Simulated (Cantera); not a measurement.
Feed: 1 mol SiH4, a varied amount of NO, equilibrated at 1223 K and 1.33 mbar.

Equilibrium computed with Cantera from the NASA thermochemical tables; the gas is ideal and each condensed phase is pure. Candidate condensed phases: H2O, Si, SiO2, Si2N2O, Si3N4; 35 gas species. Mutual solubility and eutectic melting of coexisting phases are not modelled. The tables hold silica as quartz up to 1696 K and as liquid above; real silica turns to tridymite and cristobalite and melts near 1996 K. Rates play no part.

Q: Which condensed phases are stable at each of these points (n(NO) (mol)): 0.17, 0.36, 0.56, 0.75, 0.94, 1.1, 1.3, 1.5, 1.7, 1.9, 2.1, 2.3, 2.5?

A: 
```json
[
 {"n(NO) (mol)": "0.17", "condensed phases": "Si(s) + SiO2(β-quartz) + Si2N2O(s)", "Si condensed (%)": "99.8"},
 {"n(NO) (mol)": "0.36", "condensed phases": "Si(s) + SiO2(β-quartz) + Si2N2O(s)", "Si condensed (%)": "99.8"},
 {"n(NO) (mol)": "0.56", "condensed phases": "Si(s) + SiO2(β-quartz) + Si2N2O(s)", "Si condensed (%)": "99.8"},
 {"n(NO) (mol)": "0.75", "condensed phases": "Si(s) + SiO2(β-quartz) + Si2N2O(s)", "Si condensed (%)": "99.8"},
 {"n(NO) (mol)": "0.94", "condensed phases": "SiO2(β-quartz) + Si2N2O(s)", "Si condensed (%)": "100.0"},
 {"n(NO) (mol)": "1.1", "condensed phases": "SiO2(β-quartz) + Si2N2O(s)", "Si condensed (%)": "100.0"},
 {"n(NO) (mol)": "1.3", "condensed phases": "SiO2(β-quartz) + Si2N2O(s)", "Si condensed (%)": "100.0"},
 {"n(NO) (mol)": "1.5", "condensed phases": "SiO2(β-quartz) + Si2N2O(s)", "Si condensed (%)": "100.0"},
 {"n(NO) (mol)": "1.7", "condensed phases": "SiO2(β-quartz) + Si2N2O(s)", "Si condensed (%)": "100.0"},
 {"n(NO) (mol)": "1.9", "condensed phases": "SiO2(β-quartz) + Si2N2O(s)", "Si condensed (%)": "100.0"},
 {"n(NO) (mol)": "2.1", "condensed phases": "SiO2(β-quartz)", "Si condensed (%)": "100.0"},
 {"n(NO) (mol)": "2.3", "condensed phases": "SiO2(β-quartz)", "Si condensed (%)": "100.0"},
 {"n(NO) (mol)": "2.5", "condensed phases": "SiO2(β-quartz)", "Si condensed (%)": "100.0"}
]
```

From 0.17 mol NO to 0.75 mol NO the condensed part is Si(s) + SiO2(β-quartz) + Si2N2O(s). From 0.94 mol NO to 1.9 mol NO the condensed part is SiO2(β-quartz) + Si2N2O(s). From 2.1 mol NO to 2.5 mol NO the condensed part is SiO2(β-quartz).
